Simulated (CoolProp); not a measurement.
cis-2-butene along the isobar 1.85 MPa: fugacity coefficient from the reference equation and from simpler models built on Tc = 162.6 °C, pc = 4.236 MPa, ω = 0.202; each cubic takes its own stable root.

The numbers come from the reference Helmholtz-energy equation of state, Lemmon 2005 in CoolProp. It is a short technical equation, of lower accuracy than the large ones.

```json
[
 {"T (°C)": "-131.45", "phase": "liquid", "reference": "6.624e-7", "van der Waals": "0.002083", "Redlich-Kwong": "1.195e-6", "Soave-Redlich-Kwong": "7.866e-7"},
 {"T (°C)": "-120.55", "phase": "liquid", "reference": "4.037e-6", "van der Waals": "0.004281", "Redlich-Kwong": "7.896e-6", "Soave-Redlich-Kwong": "4.536e-6"},
 {"T (°C)": "-109.65", "phase": "liquid", "reference": "1.872e-5", "van der Waals": "0.007981", "Redlich-Kwong": "3.808e-5", "Soave-Redlich-Kwong": "2.022e-5"},
 {"T (°C)": "-98.75", "phase": "liquid", "reference": "6.978e-5", "van der Waals": "0.01375", "Redlich-Kwong": "0.0001435", "Soave-Redlich-Kwong": "7.330e-5"},
 {"T (°C)": "-87.85", "phase": "liquid", "reference": "0.0002177", "van der Waals": "0.02218", "Redlich-Kwong": "0.0004442", "Soave-Redlich-Kwong": "0.0002243"},
 {"T (°C)": "-76.85", "phase": "liquid", "reference": "0.0005917", "van der Waals": "0.03402", "Redlich-Kwong": "0.001183", "Soave-Redlich-Kwong": "0.0006020"},
 {"T (°C)": "-65.95", "phase": "liquid", "reference": "0.001411", "van der Waals": "0.04963", "Redlich-Kwong": "0.002741", "Soave-Redlich-Kwong": "0.001424"},
 {"T (°C)": "-55.05", "phase": "liquid", "reference": "0.003037", "van der Waals": "0.06964", "Redlich-Kwong": "0.005705", "Soave-Redlich-Kwong": "0.003051"},
 {"T (°C)": "-44.15", "phase": "liquid", "reference": "0.005997", "van der Waals": "0.09449", "Redlich-Kwong": "0.01086", "Soave-Redlich-Kwong": "0.006013"},
 {"T (°C)": "-33.25", "phase": "liquid", "reference": "0.01100", "van der Waals": "0.1246", "Redlich-Kwong": "0.01915", "Soave-Redlich-Kwong": "0.01103"}
]
```
